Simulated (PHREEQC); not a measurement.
Solution (25 °C): 0.25 mol/kgw K2CO3, 0.0079 mol/kgw Na2SO4, 8.9e-05 mol/kgw H4SiO4 and 0.017 mol/kgw K2SiO3. Closed to the air; pH follows from the charge balance.

Model: ion-association model, phreeqc.dat, run in PHREEQC.

Precipitation was switched off in this run.

Problem. Predict the pH.

Solution. pH 11.97.

Problem. In which forms is Si present?

Solution. H3SiO4- 83 %, H2SiO4-2 17 % of the Si.

The ionic strength is past about 0.7 mol/kgw, beyond the range of this activity model, so the values are rough. Species that the database lacks are ignored.
